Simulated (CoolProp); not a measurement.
Vapour-liquid equilibrium of toluene (1) + n-decane (2) at 207.25 °C; x and y are mole fractions of (1).

Computed with CoolProp (multi-fluid Helmholtz-energy mixture model, Lemmon 2006 and Lemmon 2006; pair parameters Bell 2016).

Give the bubble pressure and the first vapour's composition at x = 0.35, 0.5, 0.875. Is there an azeotrope?

x = 0.35: 0.4348 MPa, y = 0.639; x = 0.5: 0.5310 MPa, y = 0.762; x = 0.875: 0.7691 MPa, y = 0.952. No azeotrope shows between x = 0.05 and 0.95.

Pair parameters are fitted to limited data, so mixtures are less certain than the pure fluids.
